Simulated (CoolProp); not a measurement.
The fluid at 358.84 K and 15.2 MPa is compressed adiabatically to 49.7 MPa with isentropic efficiency 0.7. The same conditions are run with several fluids, on thermodynamics alone (safety and materials aside).

Computed with CoolProp (reference Helmholtz-energy equation of state of each fluid (ethylene: Smukala 2000; nitrous oxide: Lemmon 2006; R125: Lemmon 2005; sulfur hexafluoride: Guder 2009; nitrogen: Span 2000)).

| fluid | work (kJ/kg) | final temperature (K) | final density (kg/m³) |
|---|---|---|---|
| ethylene | 164 | 442.7 | 336 |
| nitrous oxide | 85.4 | 448.5 | 640 |
| R125 | 42.0 | 392.1 | 1230 |
| sulfur hexafluoride | 35.2 | 395.3 | 1490 |
| nitrogen | 249 | 567.7 | 233 |
